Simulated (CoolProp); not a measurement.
The numbers come from the reference Helmholtz-energy equation of state, Thol 2019 in CoolProp.

**Question.** For decamethylcyclopentasiloxane (D5), give the phase and the Z, cp (kJ/(kg K)), expansivity (1/kK), fugacity coefficient at 620 K and 674 kPa; 620 K and 4040 kPa.

**Answer.** 
- 620 K and 674 kPa: gas; Z 0.730, cp 2.06, expansivity 4.95, fugacity coefficient 0.785
- 620 K and 4040 kPa: supercritical; Z 0.495, cp 2.20, expansivity 2.72, fugacity coefficient 0.262
